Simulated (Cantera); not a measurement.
**Thermodynamics of fluorocarbon and chlorocarbon gases, feed CH₂F₂ + F₂ + H₂ + HCl**

Input: 1 mol CH₂F₂, 0.52 mol F₂, 1.2 mol H₂, 0.023 mol HCl.

These are equilibrium values from Cantera (NASA tables, ideal gas, pure condensed phases), not measurements of a reactor. Candidate condensed phases: C, C₆H₆, C₇H₈, C₈H₁₈; 118 gas species. Kinetics and transport are ignored.

Stable condensed phases:

```
T in K \ P in Pa
              1    6.8     46    320   2200  15000 100000
   3075       A      A      A      A      B      B      B
   2975       A      A      A      A      B      B      B
   2875       A      A      A      B      B      B      B
   2775       A      A      B      B      B      B      B
   2675       A      A      B      B      B      B      B
   2575       A      B      B      B      B      B      B
   2475       B      B      B      B      B      B      B
   2375       B      B      B      B      B      B      B
   2275       B      B      B      B      B      B      B
   2175       B      B      B      B      B      B      B
```

A: gas only; B: C.
